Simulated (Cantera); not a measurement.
**Fluorocarbon and chlorocarbon gases: c-C4F8 + CH4**

Feed: 1 mol c-C4F8, 0.09 mol CH4, equilibrated at 2023 K.

Method: chemical equilibrium by Gibbs-energy minimisation in Cantera with the NASA 1993 tables (ideal gas, pure condensed phases). Candidate condensed phases: C, C6H6, C7H8, C8H18; 95 gas species. The feed counts by its element totals alone. Gases not in the tables: C2F6 and larger saturated fluorocarbons. Kinetics and transport are ignored.

From 0.00750 Torr to 750 Torr the condensed part is C(graphite). The main C-bearing gas is CF2 at 0.00750 Torr and CF4 at 750 Torr. The share of C in condensed phases is highest at 0.00750 Torr (89.0 %) and lowest at 0.563 Torr (45.9 %).

```json
[
 {"P (Pa)": "1", "x F": "0.893", "x CF4": "0.000164", "x CF2": "0.0545", "x HF": "0.0475", "x CF3": "8.73e-5", "n C(graphite)": "3.64"},
 {"P (Pa)": "4.20", "x F": "0.766", "x CF4": "0.00659", "x CF2": "0.169", "x HF": "0.0536", "x CF3": "0.000973", "n C(graphite)": "2.88"},
 {"P (Pa)": "18", "x F": "0.506", "x CF4": "0.0985", "x CF2": "0.315", "x HF": "0.0729", "x CF3": "0.00514", "n C(graphite)": "2.01"},
 {"P (Pa)": "75", "x F": "0.239", "x CF4": "0.353", "x CF2": "0.292", "x HF": "0.107", "x CF3": "0.00936", "n C(graphite)": "1.88"},
 {"P (Pa)": "320", "x F": "0.0912", "x CF4": "0.584", "x CF2": "0.182", "x HF": "0.133", "x CF3": "0.00951", "n C(graphite)": "1.99"},
 {"P (Pa)": "1300", "x F": "0.0335", "x CF4": "0.713", "x CF2": "0.0996", "x HF": "0.146", "x CF3": "0.00778", "n C(graphite)": "2.07"},
 {"P (Pa)": "5600", "x F": "0.0115", "x CF4": "0.779", "x CF2": "0.0502", "x HF": "0.153", "x CF3": "0.00577", "n C(graphite)": "2.12"},
 {"P (Pa)": "24000", "x F": "0.00388", "x CF4": "0.811", "x CF2": "0.0247", "x HF": "0.156", "x CF3": "0.00413", "n C(graphite)": "2.15"},
 {"P (Pa)": "100000", "x F": "0.00134", "x CF4": "0.826", "x CF2": "0.0122", "x HF": "0.157", "x CF3": "0.00293", "n C(graphite)": "2.17"}
]
```
x: gas mole fraction; n: condensed amount in mol.
